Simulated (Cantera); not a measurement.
A freely propagating, adiabatic, planar premixed flame of CH₄ : H₂ : O₂ : N₂ = 1 : 0.099 : 3.11 : 11.7 (molar parts), equivalence ratio 0.66, unburnt at 698 K and 0.130 bar; mixture-averaged transport, grid criteria slope 0.08 and curve 0.16, no radiation.

Computed with Cantera and GRI-Mech 3.0 (53 species, 325 reactions). Burning velocities carry a grid error of a few per cent, more on coarse grids.

Problem. Predict: laminar burning velocity; thermal thickness; peak x(C₂H₆); peak x(O); peak x(CO).

Solution. 
```
Item                         Value
------------------------  --------
laminar burning velocity  205 cm/s
thermal thickness          2.22 mm
peak x(C₂H₆)              0.000555
peak x(O)                   0.0103
peak x(CO)                  0.0381
```
